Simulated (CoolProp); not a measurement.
Aqueous magnesium chloride as a coolant, 23 % by mass, freezing at -39.6 °C, 1 atm.

Values from CoolProp's Melinder's fits for secondary coolants.

| T (°C) | density (kg/m³) | viscosity (mPa s) | Prandtl number | conductivity (W/(m K)) |
|---|---|---|---|---|
| -25.2 | 1224 | 32.0 | 201 | 0.457 |
| -17.7 | 1222 | 22.2 | 136 | 0.471 |
| -10.2 | 1220 | 15.6 | (withheld) | 0.484 |
| -2.7 | 1217 | 11.1 | 65.2 | 0.497 |
| 4.8 | 1213 | 8.07 | 46.4 | 0.511 |
| 12.3 | 1210 | 6.01 | 33.9 | 0.524 |
| 19.8 | (withheld) | 4.61 | 25.5 | 0.537 |
| 27.3 | 1202 | 3.66 | (withheld) | 0.550 |
| 34.8 | 1199 | 3.02 | 16.1 | 0.563 |

Problem. What belongs in the gaps?

Solution. 
- -10.2, Prandtl number: 93.5
- 19.8, density (kg/m³): 1206
- 27.3, Prandtl number: 19.9
